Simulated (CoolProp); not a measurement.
Computed with CoolProp (reference Helmholtz-energy equation of state, Setzmann 1991).

Task: For methane, give the phase and the density (kg/m³), isothermal compressibility (1/MPa), viscosity (µPa s), conductivity (mW/(m K)) at 158.9 K and 8.62 MPa; 158.9 K and 23 MPa.

Result: 
- 158.9 K and 8.62 MPa: liquid; density 358, isothermal compressibility 0.00596, viscosity 56.8, conductivity 131
- 158.9 K and 23 MPa: liquid; density 381, isothermal compressibility 0.00341, viscosity 69.0, conductivity 151

Viscosity comes from a separate model (Quiñones-Cisneros 2006). Thermal conductivity comes from a separate model (Friend 1989).
